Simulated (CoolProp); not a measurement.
Vapour pressure (MPa) of R245fa: the reference equation beside estimates from Tc = 153.9 °C, pc = 3.651 MPa, ω = 0.378. Clausius-Clapeyron is anchored at 79.25 °C with a constant enthalpy of vaporisation of 20.71 kJ/mol.

The numbers come from the reference Helmholtz-energy equation of state, Akasaka 2015 in CoolProp.

```json
[
 {"T (°C)": "37.05", "reference": "0.2272", "Clausius-Clapeyron": "0.2960", "van der Waals": "0.8819", "Redlich-Kwong": "0.4332", "Peng-Robinson": "0.2268"},
 {"T (°C)": "51.15", "reference": "0.3565", "Clausius-Clapeyron": "0.4197", "van der Waals": "1.096", "Redlich-Kwong": "0.6129", "Peng-Robinson": "0.3551"},
 {"T (°C)": "65.15", "reference": "0.5343", "Clausius-Clapeyron": "0.5767", "van der Waals": "1.338", "Redlich-Kwong": "0.8375", "Peng-Robinson": "0.5320"},
 {"T (°C)": "79.25", "reference": "0.7743", "Clausius-Clapeyron": "0.7743", "van der Waals": "1.614", "Redlich-Kwong": "1.116", "Peng-Robinson": "0.7717"},
 {"T (°C)": "93.35", "reference": "1.088", "Clausius-Clapeyron": "1.016", "van der Waals": "1.923", "Redlich-Kwong": "1.451", "Peng-Robinson": "1.086"},
 {"T (°C)": "107.35", "reference": "1.485", "Clausius-Clapeyron": "1.305", "van der Waals": "2.263", "Redlich-Kwong": "1.845", "Peng-Robinson": "1.486"},
 {"T (°C)": "121.45", "reference": "1.987", "Clausius-Clapeyron": "1.649", "van der Waals": "2.642", "Redlich-Kwong": "2.309", "Peng-Robinson": "1.993"},
 {"T (°C)": "135.55", "reference": "2.611", "Clausius-Clapeyron": "2.050", "van der Waals": "3.057", "Redlich-Kwong": "2.844", "Peng-Robinson": "2.622"}
]
```

Absolute difference from the reference over all 8 rows, mean and median: Clausius-Clapeyron 14.1 and 14.6 %, van der Waals 116.7 and 92.6 %, Redlich-Kwong 43.3 and 38.7 %, Peng-Robinson 0.3 and 0.3 %.
